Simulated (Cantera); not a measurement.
Input (Python, Cantera) and output of one run.

```python
import numpy as np
import cantera as ct

gas_names = [...]  # 110 gases of nasa_gas.yaml made of C, H, O
cond_names = """
    C(gr) C6H6(L) C7H8(L) C8H18(L),n-octa H2O(s) H2O(L)
""".split()


# ... load() reads the species with a 1 bar reference pressure and builds the phases ...
atoms = {
    'CH3OH': {'C': 1, 'H': 4, 'O': 1},
    'H2': {'H': 2},
}
top_T = {'C(gr)': 4500}  # K; cautious upper limits of use, not melting points


# ... equilibrate(T, P, feed) seeds the gas with the atoms and calls Mixture.equilibrate('TP', solver="vcs", rtol=1e-11, max_steps=5000) ...
results = []
feed = {'CH3OH': 1, 'H2': 0.54}  # mol
T = 925  # K
P = 1800  # Pa
mix = equilibrate(T, P, feed)
results.append((T, P, feed, dict(zip(mix.species_names, mix.species_moles))))
x = sorted(zip(gas.X, gas.species_names), reverse=True)
print(f"T = {T:g} K  P = {P:g} Pa  gas = {mix.phase_moles(0):.4g} mol")
print("   x: " + "  ".join(f"{s} {v:.3e}" for v, s in x if v > 0.0001))
print("   condensed (mol): " + ("  ".join(f"{mix.phase(i).name} {mix.phase_moles(i):.4g}"
      for i in range(1, mix.n_phases) if mix.phase_moles(i) > 1e-12) or "none"))
```

Output:

```
T = 925 K  P = 1800 Pa  gas = 3.5 mol
   x: H2 7.162e-01  CO 2.724e-01  H2O 5.221e-03  CO2 4.016e-03  CH4 2.095e-03
   condensed (mol): C(gr) 0.025
```

Method: chemical equilibrium by Gibbs-energy minimisation in Cantera with the NASA 1993 tables (ideal gas, pure condensed phases).
